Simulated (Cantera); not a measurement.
Input (Python, Cantera):

```python
import numpy as np
import cantera as ct

gas = ct.Solution("gri30.yaml")
gas.TPX = 2023, 33, {'C2H6': 1, 'N2': 140}
inlet = ct.Reservoir(gas, clone=True)

reactor = ct.IdealGasConstPressureReactor(gas, energy="off", clone=False)
exhaust = ct.Reservoir(gas, clone=True)
tau = [0.99, 0.31, 0.096, 0.03, 0.0092, 0.0029, 0.00089, 0.00028][0]
for a, b in ((inlet, reactor), (reactor, exhaust)):
    ct.MassFlowController(a, b, mdot=lambda t: reactor.mass / tau)
net = ct.ReactorNet([reactor])
show = ['C2H6', 'H2', 'C2H2', 'CH3', 'HCN', 'H']

rows = []
print(f"{'tau/s':>10s}{'T/K':>9s}" + "".join(f"{s:>11s}" for s in show))
for tau in [0.99, 0.31, 0.096, 0.03, 0.0092, 0.0029, 0.00089, 0.00028]:
    net.initial_time = 0.0
    net.advance(30 * tau)
    before = gas.X
    net.advance(40 * tau)
    drift = np.max(np.abs(gas.X - before) / (gas.X + 1e-9))
    rows.append([gas.T, *gas[show].X, drift])
    print(f"{tau:10.3e}{gas.T:9.1f}" + "".join(f"{x:11.3e}" for x in gas[show].X))
```

Result:

```
     tau/s      T/K       C2H6         H2       C2H2        CH3        HCN          H
 9.900e-01   2023.0  1.235e-05  1.153e-02  5.835e-03  9.388e-04  3.707e-04  7.859e-04
 3.100e-01   2023.0  3.856e-05  1.018e-02  5.197e-03  1.719e-03  2.170e-04  9.601e-04
 9.600e-02   2023.0  1.205e-04  8.085e-03  4.019e-03  3.109e-03  1.179e-04  1.152e-03
 3.000e-02   2023.0  3.688e-04  5.132e-03  2.263e-03  5.256e-03  5.344e-05  1.238e-03
 9.200e-03   2023.0  1.102e-03  1.998e-03  5.885e-04  7.473e-03  1.429e-05  9.988e-04
 2.900e-03   2023.0  2.726e-03  3.468e-04  3.278e-05  7.339e-03  9.315e-07  4.175e-04
 8.900e-04   2023.0  4.826e-03  1.700e-05  3.019e-07  4.354e-03  2.624e-09  5.162e-05
 2.800e-04   2023.0  6.184e-03  4.799e-07  3.168e-09  1.791e-03  1.850e-11  3.969e-06
```

Computed with Cantera and GRI-Mech 3.0 (53 species, 325 reactions). GRI-Mech 3.0 stops at C3 and has no aromatics, soot or wall deposition, so with more carbon than oxygen in the feed, carbon stays in small species such as C2H2 where larger ones or solid carbon would form. Radical loss at walls, strong at low pressure, is not modelled.
